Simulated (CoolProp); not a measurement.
Properties of C3F8 (R218) along the isobar 1.1 MPa (Tc = 345.0 K, pc = 2.640 MPa, ω = 0.317).

Values from CoolProp's reference Helmholtz-energy equation of state, Lemmon 2006. It is a short technical equation, of lower accuracy than the large ones.

| T (K) | phase | Z | cp (kJ/(kg K)) | viscosity (µPa s) |
|---|---|---|---|---|
| 245.9 | liquid | 0.06407 | 0.9935 | 381 |
| 261.8 | liquid | 0.06282 | 1.033 | 298 |
| 277.7 | liquid | 0.06224 | 1.081 | (withheld) |
| 293.6 | liquid | 0.06253 | 1.145 | 182 |
| 309.6 | gas | 0.7345 | 1.026 | 13.7 |
| 325.5 | gas | 0.7952 | 0.9595 | 14.1 |
| 341.4 | gas | 0.8356 | 0.9413 | 14.7 |
| 357.3 | gas | 0.8650 | 0.9399 | (withheld) |
| 373.2 | gas | 0.8875 | 0.9459 | 15.9 |
| 389.1 | gas | 0.9052 | 0.9557 | 16.6 |
| 405 | gas | 0.9196 | 0.9674 | 17.2 |
| 420.9 | gas | 0.9315 | 0.9800 | (withheld) |
| 436.9 | gas | 0.9414 | (withheld) | 18.5 |

### Question
Some entries are withheld; supply them.

### Answer

- 277.7, viscosity (µPa s): 233
- 357.3, viscosity (µPa s): 15.3
- 420.9, viscosity (µPa s): 17.9
- 436.9, cp (kJ/(kg K)): 0.9930

Viscosity comes from a separate model (Huber 2003), an estimate that may be off by 10 % or more.
